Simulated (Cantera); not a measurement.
## Gas-phase reforming

An isothermal, constant-pressure homogeneous reactor starts with 22.7 % CH₄, 43.2 % H₂O, 34.1 % H₂, at 1550 K and 0.770 bar.

Computed with Cantera and GRI-Mech 3.0 (53 species, 325 reactions).

```
t (s)      x CH₄  x H₂O   x H₂       x O      x CO    x CH₂O    x C₂H₆
--------  ------  -----  -----  --------  --------  --------  --------
3.00e-6    0.227  0.432  0.341    <1e-12    <1e-12    <1e-12  8.08e-11
1.25e-5    0.227  0.432  0.341    <1e-12    <1e-12  1.86e-11   6.35e-9
5.22e-5    0.227  0.432  0.341    <1e-12  8.59e-12   1.28e-9   4.45e-7
0.000218   0.227  0.432  0.341  8.11e-12   5.95e-9   6.08e-8   1.90e-5
0.000909   0.227  0.432  0.341  1.81e-11   6.52e-7   6.92e-7  0.000135
0.00379    0.225  0.431  0.343  2.23e-11   1.13e-5   1.39e-6  0.000199
0.0158     0.216  0.428  0.351  2.12e-11   6.65e-5   1.33e-6  0.000185
0.0660     0.186  0.417  0.380  1.76e-11  0.000409   1.09e-6  0.000136
0.275      0.118  0.390  0.446  1.28e-11   0.00289   6.42e-7   5.75e-5
1.15      0.0563  0.343  0.523  1.09e-11    0.0168   2.83e-7   1.74e-5
4.79      0.0402  0.266  0.590  1.01e-11    0.0585   1.41e-7   9.40e-6
20.0      0.0235  0.184  0.660  8.70e-12     0.112   6.71e-8   3.02e-6
```
x: mole fraction; the columns are a selection and need not sum to one.

Equilibrium at this temperature and pressure: CH₄ 5.79e-7, H₂O 0.131, H₂ 0.713, O 6.84e-12, CO 0.147, CH₂O 3.49e-8, C₂H₆ <1e-12 (gas phase only).
